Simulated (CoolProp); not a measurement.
Vapour-liquid equilibrium of CHF3 (R23) (1) + propylene (2) at -47.35 °C; x and y are mole fractions of (1).

Model: multi-fluid Helmholtz-energy mixture model, Penoncello 2003 and Lemmon 2013; pair parameters Bell 2016, in CoolProp.

```json
[
 {"x": "0.05", "bubble pressure (MPa)": "0.1709", "y at the bubble point": "0.414", "dew pressure at overall composition x (MPa)": "0.1078", "liquid density (mol/L)": "14.62"},
 {"x": "0.2", "bubble pressure (MPa)": "0.3164", "y at the bubble point": "0.710", "dew pressure at overall composition x (MPa)": "0.1273", "liquid density (mol/L)": "15.04"},
 {"x": "0.35", "bubble pressure (MPa)": "0.3980", "y at the bubble point": "0.789", "dew pressure at overall composition x (MPa)": "0.1551", "liquid density (mol/L)": "15.48"},
 {"x": "0.5", "bubble pressure (MPa)": "0.4442", "y at the bubble point": "0.828", "dew pressure at overall composition x (MPa)": "0.1980", "liquid density (mol/L)": "15.99"},
 {"x": "0.65", "bubble pressure (MPa)": "0.4753", "y at the bubble point": "0.857", "dew pressure at overall composition x (MPa)": "0.2713", "liquid density (mol/L)": "16.59"},
 {"x": "0.8", "bubble pressure (MPa)": "0.5027", "y at the bubble point": "0.894", "dew pressure at overall composition x (MPa)": "0.4110", "liquid density (mol/L)": "17.33"},
 {"x": "0.95", "bubble pressure (MPa)": "0.5275", "y at the bubble point": "0.962", "dew pressure at overall composition x (MPa)": "0.5247", "liquid density (mol/L)": "18.25"}
]
```

No azeotrope shows between x = 0.05 and 0.95.

Pair parameters are fitted to limited data, so mixtures are less certain than the pure fluids. With so large a gap from Raoult's law the liquid may split in two, which this calculation doesn't test in full.
